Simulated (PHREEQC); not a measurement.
A solution holds 0.11 mol/kgw NiCl2, 0.00019 mol/kgw NaOH and 0.0024 mol/kgw MnSO4, at 70 °C. It is in equilibrium with CO2 at log p = -3.5 (atm). Otherwise closed; pH follows from the charge balance.

Equilibrium calculation in PHREEQC: ion-association model, wateq4f.dat.

Question: The ionic strength comes out as 0.300 mol/kgw. What activity coefficients do MnCl+, Ni+2, NiHCO3+, SO4-2, Mn+2 get?

Answer: MnCl+ 0.69, Ni+2 0.26, NiHCO3+ 0.71, SO4-2 0.22, Mn+2 0.26.

Precipitation was switched off in this run. At this temperature some constants are extrapolated from 25 °C, and those without enthalpy data are left unchanged.
